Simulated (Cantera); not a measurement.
Mixture: CH₄ : C₂H₆ : C₃H₈ : O₂ : N₂ = 1 : 0.044 : 0.17 : 5.09 : 13.7 (molar parts), equivalence ratio 0.59, at 0.987 atm, adiabatic and at constant volume. Ignition delay is the time to a rise of 400 K.

Computed with Cantera and GRI-Mech 3.0 (53 species, 325 reactions). GRI-Mech 3.0 was tuned for natural gas; its chemistry of propane as a main component is partial and can be far from experiment.

**Question.** What does this change do: 0.95 parts CO2 added?

**Answer.** 
```tsv
quantity	before	after
delay at 1048 K	90.5 ms	96.0 ms
delay at 1248 K	2.43 ms	2.57 ms
delay at 1448 K	0.166 ms	0.175 ms
delay at 1648 K	33.7 µs	35.5 µs
delay at 1848 K	13.1 µs	13.7 µs
apparent activation energy between 1748 and 1948 K	110 kJ/mol	110 kJ/mol
```

**Question.** What does this change do: N2 13.7 to 19 parts?

**Answer.** 
```tsv
quantity	before	after
delay at 1048 K	90.5 ms	0.116 s
delay at 1248 K	2.43 ms	2.98 ms
delay at 1448 K	0.166 ms	0.200 ms
delay at 1648 K	33.7 µs	40.2 µs
delay at 1848 K	13.1 µs	15.6 µs
apparent activation energy between 1748 and 1948 K	110 kJ/mol	110 kJ/mol
```

**Question.** What does this change do: pressure from 0.987 atm to 1.18 atm?

**Answer.** 
```json
[
 {"quantity": "delay at 1048 K", "before": "90.5 ms", "after": "78.0 ms"},
 {"quantity": "delay at 1248 K", "before": "2.43 ms", "after": "2.20 ms"},
 {"quantity": "delay at 1448 K", "before": "0.166 ms", "after": "0.149 ms"},
 {"quantity": "delay at 1648 K", "before": "33.7 µs", "after": "29.5 µs"},
 {"quantity": "delay at 1848 K", "before": "13.1 µs", "after": "11.3 µs"},
 {"quantity": "apparent activation energy between 1748 and 1948 K", "before": "110 kJ/mol", "after": "110 kJ/mol"}
]
```
